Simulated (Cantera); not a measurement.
# Dilute partial oxidation

A perfectly stirred reactor is fed with C₂H₄ : O₂ : N₂ : CH₄ = 0.028 : 0.021 : 1 : 0.008 (molar parts), at 1.00 bar; it is held at 1200 K, and followed from long to short residence time.

Detailed kinetics in Cantera: GRI-Mech 3.0 (53 species, 325 reactions). GRI-Mech 3.0 was tuned for natural gas; its chemistry of ethylene as a main component is partial and can be far from experiment. GRI-Mech 3.0 stops at C3 and has no aromatics, soot or wall deposition, so with more carbon than oxygen in the feed, carbon stays in small species such as C2H2 where larger ones or solid carbon would form. The temperature is held fixed by assumption; the heat of reaction is taken as removed at once.

```json
[
 {"τ (s)": "3.5", "x C₂H₄": "0.00392", "x O₂": "0.000430", "x H₂O₂": "4.85e-9", "x CH₃": "6.07e-6", "x H₂": "0.0259", "x O": "2.12e-9"},
 {"τ (s)": "1.3", "x C₂H₄": "0.00483", "x O₂": "0.000669", "x H₂O₂": "1.10e-8", "x CH₃": "9.50e-6", "x H₂": "0.0247", "x O": "5.36e-9"},
 {"τ (s)": "0.48", "x C₂H₄": "0.00613", "x O₂": "0.00103", "x H₂O₂": "2.53e-8", "x CH₃": "1.48e-5", "x H₂": "0.0231", "x O": "1.34e-8"},
 {"τ (s)": "0.18", "x C₂H₄": "0.00780", "x O₂": "0.00159", "x H₂O₂": "6.10e-8", "x CH₃": "2.27e-5", "x H₂": "0.0210", "x O": "3.23e-8"},
 {"τ (s)": "0.066", "x C₂H₄": "0.00987", "x O₂": "0.00247", "x H₂O₂": "1.67e-7", "x CH₃": "3.46e-5", "x H₂": "0.0184", "x O": "7.64e-8"},
 {"τ (s)": "0.024", "x C₂H₄": "0.0121", "x O₂": "0.00381", "x H₂O₂": "5.14e-7", "x CH₃": "5.15e-5", "x H₂": "0.0154", "x O": "1.72e-7"},
 {"τ (s)": "0.0090", "x C₂H₄": "0.0144", "x O₂": "0.00562", "x H₂O₂": "1.54e-6", "x CH₃": "7.33e-5", "x H₂": "0.0123", "x O": "3.55e-7"},
 {"τ (s)": "0.0033", "x C₂H₄": "0.0166", "x O₂": "0.00795", "x H₂O₂": "4.19e-6", "x CH₃": "0.000101", "x H₂": "0.00924", "x O": "7.05e-7"},
 {"τ (s)": "0.0012", "x C₂H₄": "0.0189", "x O₂": "0.0107", "x H₂O₂": "9.14e-6", "x CH₃": "0.000133", "x H₂": "0.00637", "x O": "1.32e-6"},
 {"τ (s)": "0.00046", "x C₂H₄": "0.0212", "x O₂": "0.0137", "x H₂O₂": "1.39e-5", "x CH₃": "0.000161", "x H₂": "0.00393", "x O": "2.17e-6"}
]
```
x: mole fraction; the columns are a selection and need not sum to one.
